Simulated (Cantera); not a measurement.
A freely propagating, adiabatic, planar premixed flame of CH4 : O2 : N2 : H2O = 1 : 1.67 : 8 : 0.43 (molar parts), unburnt at 550 K and 3750 Torr; mixture-averaged transport, grid criteria slope 0.08 and curve 0.16, no radiation.

Model: GRI-Mech 3.0 (53 species, 325 reactions), integrated in Cantera. Burning velocities carry a grid error of a few per cent, more on coarse grids.

Problem. How do the results move with these cheaper or finer settings: unity-Lewis-number transport; multicomponent transport; multicomponent+Soret transport; grid criteria slope 0.5, curve 1; grid criteria slope 0.25, curve 0.5; grid criteria slope 0.03, curve 0.06?

Solution. 
```
setting                               laminar burning velocity  thermal thickness  peak x(OH)  peak x(HCN)  grid points
------------------------------------  ------------------------  -----------------  ----------  -----------  -----------
as above                                             19.5 cm/s           0.271 mm     0.00109      1.54e-5          138
unity-Lewis-number transport                         13.9 cm/s           0.349 mm     0.00126      1.79e-5          140
multicomponent transport                             19.7 cm/s           0.274 mm     0.00109      1.54e-5          139
multicomponent+Soret transport                       19.9 cm/s           0.267 mm     0.00120      1.52e-5          139
grid criteria slope 0.5, curve 1                     21.5 cm/s           0.286 mm     0.00116      1.55e-5           37
grid criteria slope 0.25, curve 0.5                  20.2 cm/s           0.282 mm     0.00108      1.53e-5           56
grid criteria slope 0.03, curve 0.06                 19.0 cm/s           0.270 mm     0.00108      1.54e-5          335
```
The base run took about 9 core-seconds (a rough figure).
Unity Lewis numbers drop preferential diffusion, which matters most where H2 and H carry the flame; Soret adds thermal diffusion.
